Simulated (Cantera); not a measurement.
Input (Python, Cantera) and output of one run.

```python
import numpy as np
import cantera as ct

gas_names = """
    CL CL2 H HCL H2 N NH NH2 NH3 N2 N2H2 N2H4 Si SiCL SiCL2 SiCL3 SiCL4 SiH SiHCL3 SiH2 SiH2CL2 SiH3
    SiH3CL SiH4 SiN Si2 Si2N Si3
""".split()
cond_names = """
    NH4CL(a) NH4CL(b) Si(cr) Si(L) Si3N4(a)
""".split()


# ... load() reads the species with a 1 bar reference pressure and builds the phases ...
atoms = {
    'SiHCl3': {'Si': 1, 'H': 1, 'CL': 3},
    'N2': {'N': 2},
}
top_T = {'Si3N4(a)': 2400}  # K; cautious upper limits of use, not melting points


# ... equilibrate(T, P, feed) seeds the gas with the atoms and calls Mixture.equilibrate('TP', solver="vcs", rtol=1e-11, max_steps=5000) ...
results = []
feed = {'SiHCl3': 1, 'N2': 6.6}  # mol
T = 2025  # K
P = 1500  # Pa
mix = equilibrate(T, P, feed)
results.append((T, P, feed, dict(zip(mix.species_names, mix.species_moles))))
x = sorted(zip(gas.X, gas.species_names), reverse=True)
print(f"T = {T:g} K  P = {P:g} Pa  gas = {mix.phase_moles(0):.4g} mol")
print("   x: " + "  ".join(f"{s} {v:.3e}" for v, s in x if v > 0.0001))
print("   condensed (mol): " + ("  ".join(f"{mix.phase(i).name} {mix.phase_moles(i):.4g}"
      for i in range(1, mix.n_phases) if mix.phase_moles(i) > 1e-12) or "none"))
```

Output:

```
T = 2025 K  P = 1500 Pa  gas = 8.652 mol
   x: N2 7.628e-01  SiCL2 1.115e-01  HCL 9.938e-02  CL 1.346e-02  H2 7.420e-03  SiCL3 3.318e-03  H 1.354e-03  SiCL 5.211e-04  Si 1.397e-04  SiCL4 1.093e-04
   condensed (mol): none
```

These are equilibrium values from Cantera (NASA tables, ideal gas, pure condensed phases), not measurements of a reactor. The tables' values for SiCl3, SiCl are old estimates; treat these amounts as uncertain.
